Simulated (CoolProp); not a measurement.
Vapour-liquid equilibrium of carbonyl sulfide (1) + propane (2) at 0.52 MPa; x and y are mole fractions of (1).

The numbers come from the multi-fluid Helmholtz-energy mixture model, Lemmon 2006 and Lemmon 2009; pair parameters Bell 2016 in CoolProp.

```csv
x,"bubble temperature, mixture model (°C)","bubble temperature, Raoult's law (°C)","y, mixture model","y, Raoult's law"
0.05,…,2.4,0.070,0.067
0.15,…,1.2,…,0.195
0.25,…,0.1,…,0.314
0.35,-1.5,-1.0,…,0.425
0.45,-2.5,-2.1,0.514,0.529
0.55,-3.4,-3.1,0.610,0.627
0.65,-4.3,-4.1,…,0.719
0.75,…,-5.0,0.794,0.805
0.85,-6.0,-6.0,0.880,0.886
0.95,-6.9,-6.9,0.962,0.963
```

Fill in the missing entries.


- 0.05, bubble temperature, mixture model (°C): 2.2
- 0.15, bubble temperature, mixture model (°C): 0.8
- 0.15, y, mixture model: 0.196
- 0.25, bubble temperature, mixture model (°C): -0.5
- 0.25, y, mixture model: 0.309
- 0.35, y, mixture model: 0.414
- 0.65, y, mixture model: 0.704
- 0.75, bubble temperature, mixture model (°C): -5.1

The largest gap from Raoult's law is -0.6 K in bubble temperature, at x = 0.25. No azeotrope shows between x = 0.05 and 0.95.

Pair parameters are fitted to limited data, so mixtures are less certain than the pure fluids.
